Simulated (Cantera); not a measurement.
Input: 1 mol SiO2, 0.76 mol CH4, 8.8 mol H2, equilibrated at 1998.15 K and 13.0 mbar.

Method: chemical equilibrium by Gibbs-energy minimisation in Cantera with the NASA 1993 tables (ideal gas, pure condensed phases). Candidate condensed phases: C, C6H6, C7H8, C8H18, H2O, Si, SiC, SiO2; 123 gas species. Equilibrium is a limit: real reactors are often held back by kinetics, nucleation or transport.

Base state: H2 0.823, SiO 0.0822, CO 0.0622, H2O 0.0194, H 0.0128, CO2 0.000320, OH 2.99e-5 (mole fractions); condensed: gas only.

What changes in the equilibrium state with this change: SiO2 replaced by PbO?


| species | before | after |
|---|---|---|
| H2 | 0.823 | 0.823 |
| Pb | 0 | 0.0822 |
| CO | 0.0622 | 0.0622 |
| SiO | 0.0822 | 0 |
| H2O | 0.0194 | 0.0194 |
| H | 0.0128 | 0.0128 |
| OH | 2.99e-5 | 2.99e-5 |
| CO2 | 0.000320 | 0.000320 |
Further candidate phases: Pb, PbO, PbO2, Pb3O4.
